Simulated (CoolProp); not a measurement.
Properties of water along the isobar 104 bar.

Model: reference Helmholtz-energy equation of state, Wagner 2002, in CoolProp.

```
T (°C)   phase  density (kg/m³)  cv (kJ/(kg K))  speed of sound (m/s)  Joule-Thomson coefficient (K/MPa)  viscosity (µPa s)
------  ------  ---------------  --------------  --------------------  ---------------------------------  -----------------
126.05  liquid            943.3           3.624                  1535                            -0.1641                223
131.85  liquid            938.5           3.597                  1526                            -0.1603                212
137.65  liquid            933.5           3.570                  1516                            -0.1563                203
143.45  liquid            928.4           3.543                  1505                            -0.1521                194
149.35  liquid            923.1           3.517                  1494                            -0.1476                186
155.15  liquid            917.8           3.491                  1481                            -0.1430                179
160.95  liquid            912.3           3.466                  1469                            -0.1381                172
166.85  liquid            906.5           3.442                  1455                            -0.1329                165
172.65  liquid            900.7           3.418                  1440                            -0.1275                160
178.45  liquid            894.8           3.394                  1425                            -0.1218                154
184.35  liquid            888.5           3.371                  1409                            -0.1157                149
190.15  liquid            882.3           3.349                  1393                            -0.1092                144
195.95  liquid            875.8           3.327                  1376                            -0.1024                140
201.85  liquid            869.1           3.306                  1358                           -0.09502                135
207.65  liquid            862.3           3.285                  1339                           -0.08725                132
213.45  liquid            855.3           3.265                  1320                           -0.07892                128
```

Viscosity comes from a separate model (Huber 2009).
